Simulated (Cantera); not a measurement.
**Equilibrium for chemical vapour transport: Fe2O3 + HCl + N2**

Feed: 1 mol Fe2O3, 0.61 mol HCl, 0.045 mol N2, equilibrated at 7.50 Torr.

These are equilibrium values from Cantera (NASA tables, ideal gas, pure condensed phases), not measurements of a reactor. Candidate condensed phases: Fe, FeCl2, FeCl3, FeO, Fe(OH)2, Fe(OH)3, Fe2O3, Fe3O4, H2O, NH4Cl; 37 gas species. Kinetics and transport are ignored.

From 1000 K to 1300 K the condensed part is Fe2O3(s). The main Fe-bearing gas is FeCl3 at 1000 K and FeCl2 at 1300 K.

| T (K) | x HCl | x H2O | x N2 | x FeCl2 | x O2 | x FeCl3 | n Fe2O3(s) |
|---|---|---|---|---|---|---|---|
| 1000 | 0.883 | 0.0268 | 0.0691 | 0.00683 | 1.11e-5 | 0.0110 | 0.994 |
| 1025 | 0.877 | 0.0294 | 0.0691 | 0.00856 | 2.95e-5 | 0.0111 | 0.994 |
| 1050 | 0.872 | 0.0323 | 0.0691 | 0.0106 | 7.35e-5 | 0.0110 | 0.993 |
| 1075 | 0.865 | 0.0354 | 0.0690 | 0.0129 | 0.000172 | 0.0109 | 0.992 |
| 1100 | 0.858 | 0.0387 | 0.0690 | 0.0157 | 0.000372 | 0.0106 | 0.991 |
| 1125 | 0.850 | 0.0424 | 0.0689 | 0.0190 | 0.000743 | 0.0103 | 0.990 |
| 1150 | 0.841 | 0.0464 | 0.0689 | 0.0229 | 0.00136 | 0.00985 | 0.989 |
| 1175 | 0.831 | 0.0507 | 0.0688 | 0.0275 | 0.00228 | 0.00933 | 0.988 |
| 1200 | 0.819 | 0.0555 | 0.0686 | 0.0330 | 0.00353 | 0.00873 | 0.986 |
| 1225 | 0.806 | 0.0609 | 0.0684 | 0.0393 | 0.00509 | 0.00805 | 0.984 |
| 1250 | 0.791 | 0.0669 | 0.0683 | 0.0465 | 0.00691 | 0.00731 | 0.982 |
| 1275 | 0.775 | 0.0736 | 0.0680 | 0.0545 | 0.00896 | 0.00655 | 0.980 |
| 1300 | 0.757 | 0.0811 | 0.0678 | 0.0631 | 0.0112 | 0.00580 | 0.977 |
x: gas mole fraction; n: condensed amount in mol.
